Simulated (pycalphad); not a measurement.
CALPHAD calculation (pycalphad, COST 507 light-alloy database (1999)), 1 atm. The data set is of 1999 and partly superseded. Phase fractions are per mole of atoms.

Question: Give the equilibrium state of Hf-3.897C (wt.%) at 500 K.

Answer: 
```
T = 500.00 K, P = 101325 Pa, N = 1 mol of atoms
G = -109628 J/mol, H = -91735 J/mol, S = 35.79 J/(mol K)  (SER reference)
chemical potentials (J/mol): Hf -23399, C -252733
phase             fraction      x(Hf)       x(C)
FCC_A1              0.9927     0.6213     0.3787
HCP_A3              0.0073     0.9876     0.0124
```

FCC_A1 is fcc; HCP_A3 is hcp. The fcc model also describes the rock-salt carbide or nitride (TiC, TiN, HfC).
